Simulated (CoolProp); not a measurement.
C3F8 (R218) along the isobar 101 kPa: fugacity coefficient from the reference equation and from simpler models built on Tc = 71.9 °C, pc = 2640 kPa, ω = 0.317; each cubic takes its own stable root.

Computed with CoolProp (reference Helmholtz-energy equation of state, Lemmon 2006). It is a short technical equation, of lower accuracy than the large ones.

```csv
T (°C),phase,reference,Soave-Redlich-Kwong,Peng-Robinson
-64.25,liquid,0.2344,0.2336,0.2388
-60.05,liquid,0.2995,___,0.3041
-55.75,liquid,0.3800,___,0.3848
-51.55,liquid,0.4742,0.4745,0.4790
-47.35,liquid,0.5854,0.5867,___
-43.05,liquid,0.7190,0.7216,0.7235
-38.85,liquid,0.8706,0.8749,0.8747
-34.65,gas,0.9521,0.9587,0.9568
-30.35,gas,0.9554,0.9608,0.9589
-26.15,gas,0.9583,0.9627,0.9608
-21.95,gas,0.9609,0.9645,0.9627
-17.65,gas,0.9634,0.9662,0.9644
-13.45,gas,0.9656,0.9678,0.9660
```

**Question.** Complete the blanks.

**Answer.** 
- -60.05, Soave-Redlich-Kwong: 0.2988
- -55.75, Soave-Redlich-Kwong: 0.3797
- -47.35, Peng-Robinson: 0.5901
